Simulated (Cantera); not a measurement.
Cantera with NASA thermochemical tables; ideal gases at 1 bar, condensed phases pure. Values are per mole of reaction as written; species without (g) are pure solids or liquids, kept so even where they would boil at 1 bar.

HCl(g) + CaO → Ca(g) + OH(g) + Cl(g)

```json
[
 {"T (K)": "1198", "ΔH° (kJ)": "1058.5", "ΔS° (J/K)": "269.4", "ΔG° (kJ)": "735.8", "log10 K": "-32.08"},
 {"T (K)": "1273", "ΔH° (kJ)": "1057.5", "ΔS° (J/K)": "268.6", "ΔG° (kJ)": "715.6", "log10 K": "-29.36"},
 {"T (K)": "1348", "ΔH° (kJ)": "1056.4", "ΔS° (J/K)": "267.8", "ΔG° (kJ)": "695.5", "log10 K": "-26.95"},
 {"T (K)": "1423", "ΔH° (kJ)": "___", "ΔS° (J/K)": "___", "ΔG° (kJ)": "___", "log10 K": "___"},
 {"T (K)": "1498", "ΔH° (kJ)": "___", "ΔS° (J/K)": "___", "ΔG° (kJ)": "___", "log10 K": "___"},
 {"T (K)": "1573", "ΔH° (kJ)": "1053.1", "ΔS° (J/K)": "265.5", "ΔG° (kJ)": "635.5", "log10 K": "-21.10"},
 {"T (K)": "1648", "ΔH° (kJ)": "1052.0", "ΔS° (J/K)": "264.8", "ΔG° (kJ)": "615.6", "log10 K": "-19.51"},
 {"T (K)": "1723", "ΔH° (kJ)": "___", "ΔS° (J/K)": "___", "ΔG° (kJ)": "___", "log10 K": "___"},
 {"T (K)": "1798", "ΔH° (kJ)": "___", "ΔS° (J/K)": "___", "ΔG° (kJ)": "___", "log10 K": "___"},
 {"T (K)": "1873", "ΔH° (kJ)": "1048.3", "ΔS° (J/K)": "262.7", "ΔG° (kJ)": "556.3", "log10 K": "-15.51"}
]
```

Q: What belongs in the gaps?

A: 
- 1423, ΔH° (kJ): 1055.4
- 1423, ΔS° (J/K): 267.0
- 1423, ΔG° (kJ): 675.4
- 1423, log10 K: -24.79
- 1498, ΔH° (kJ): 1054.3
- 1498, ΔS° (J/K): 266.2
- 1498, ΔG° (kJ): 655.4
- 1498, log10 K: -22.85
- 1723, ΔH° (kJ): 1050.8
- 1723, ΔS° (J/K): 264.1
- 1723, ΔG° (kJ): 595.8
- 1723, log10 K: -18.06
- 1798, ΔH° (kJ): 1049.6
- 1798, ΔS° (J/K): 263.4
- 1798, ΔG° (kJ): 576.0
- 1798, log10 K: -16.73
